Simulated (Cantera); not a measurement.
A Cantera script and its output.

```python
import numpy as np
import cantera as ct

gas = ct.Solution("gri30.yaml")
gas.TPX = 1575, 110000, {'NO': 1, 'N2': 0.47}
reactor = ct.IdealGasConstPressureReactor(gas, energy="off", clone=False)
net = ct.ReactorNet([reactor])
net.rtol, net.atol = 1e-08, 1e-18
show = ['NO', 'O', 'N2O', 'NO2', 'O2', 'N2']
times = np.geomspace(0.0001, 200, 15)

steps = ct.SolutionArray(gas, extra=["t"])
rows = []
print(f"{'t/s':>10s}{'T/K':>9s}{'P/Pa':>11s}" + "".join(f"{s:>11s}" for s in show))
for t in times:
    while net.time < t:
        t_next = net.step()
        steps.append(gas.state, t=t_next)
    rows.append([np.interp(t, steps.t, y) for y in (steps.T, steps.P, *steps(*show).X.T)])
    print(f"{t:10.3e}{rows[-1][0]:9.1f}{rows[-1][1]:11.4g}" + "".join(f"{x:11.3e}" for x in rows[-1][2:]))
rate = np.gradient(steps.T, steps.t)
print("integrator steps:", len(steps.t))
if steps.T.max() > steps.T[0] + 200:
    print(f"time of steepest temperature rise: {steps.t[rate.argmax()]:.4e} s")
gas.TPX = 1575, 110000, {'NO': 1, 'N2': 0.47}
gas.equilibrate("TP")
print(f"equilibrium (TP): T = {gas.T:.1f} K  " + "  ".join(f"{s} {gas[s].X[0]:.3e}" for s in show))
```

It prints:

```
       t/s      T/K       P/Pa         NO          O        N2O        NO2         O2         N2
 1.000e-04   1575.0    1.1e+05  6.803e-01  7.652e-08  1.172e-06  1.103e-06  7.339e-10  3.197e-01
 2.819e-04   1575.0    1.1e+05  6.803e-01  8.073e-08  3.282e-06  3.264e-06  3.061e-09  3.197e-01
 7.946e-04   1575.0    1.1e+05  6.803e-01  9.271e-08  9.088e-06  9.483e-06  1.700e-08  3.197e-01
 2.240e-03   1575.0    1.1e+05  6.802e-01  1.272e-07  2.437e-05  2.794e-05  1.387e-07  3.197e-01
 6.314e-03   1575.0    1.1e+05  6.801e-01  2.271e-07  5.996e-05  8.501e-05  1.703e-06  3.198e-01
 1.780e-02   1575.0    1.1e+05  6.797e-01  4.764e-07  1.193e-04  2.440e-04  2.760e-05  3.199e-01
 5.017e-02   1575.0    1.1e+05  6.789e-01  7.403e-07  1.615e-04  4.298e-04  2.943e-04  3.203e-01
 1.414e-01   1575.0    1.1e+05  6.767e-01  8.353e-07  1.652e-04  4.924e-04  1.331e-03  3.213e-01
 3.986e-01   1575.0    1.1e+05  6.707e-01  1.008e-06  1.620e-04  5.994e-04  4.259e-03  3.243e-01
 1.124e+00   1575.0    1.1e+05  6.542e-01  1.370e-06  1.538e-04  8.129e-04  1.229e-02  3.325e-01
 3.168e+00   1575.0    1.1e+05  6.120e-01  2.020e-06  1.339e-04  1.144e-03  3.313e-02  3.536e-01
 8.929e+00   1575.0    1.1e+05  5.175e-01  3.000e-06  9.507e-05  1.459e-03  8.014e-02  4.008e-01
 2.517e+01   1575.0    1.1e+05  3.590e-01  4.152e-06  4.541e-05  1.414e-03  1.594e-01  4.801e-01
 7.095e+01   1575.0    1.1e+05  1.892e-01  5.105e-06  1.259e-05  9.209e-04  2.448e-01  5.651e-01
 2.000e+02   1575.0    1.1e+05  7.659e-02  5.649e-06  2.144e-06  4.136e-04  3.015e-01  6.215e-01
integrator steps: 1206
equilibrium (TP): T = 1575.0 K  NO 2.026e-03  O 5.982e-06  N2O 1.167e-07  NO2 1.160e-05  O2 3.391e-01  N2 6.588e-01
```

Cantera simulation using GRI-Mech 3.0 (53 species, 325 reactions); the numbers are that mechanism's predictions, not measurements.
